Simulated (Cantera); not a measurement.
Mixture: CH4 : O2 : N2 : H2O = 1 : 2.94 : 16.8 : 1.1 (molar parts), equivalence ratio 0.68, at 31.0 bar, adiabatic and at constant pressure. Ignition delay is the time to a rise of 400 K.

Cantera simulation using GRI-Mech 3.0 (53 species, 325 reactions); the numbers are that mechanism's predictions, not measurements. The pressure lies above the range GRI-Mech 3.0 was tuned for (to about 10 atm).

Task: Predict: delay at 1200 K; delay at 1350 K; delay at 1500 K; delay at 1650 K; delay at 1800 K; apparent activation energy between 1650 and 1800 K.

Result: 
```
Quantity                                                Result
--------------------------------------------------  ----------
delay at 1200 K                                        1.78 ms
delay at 1350 K                                       0.353 ms
delay at 1500 K                                        90.5 µs
delay at 1650 K                                        26.5 µs
delay at 1800 K                                        8.72 µs
apparent activation energy between 1650 and 1800 K  180 kJ/mol
```
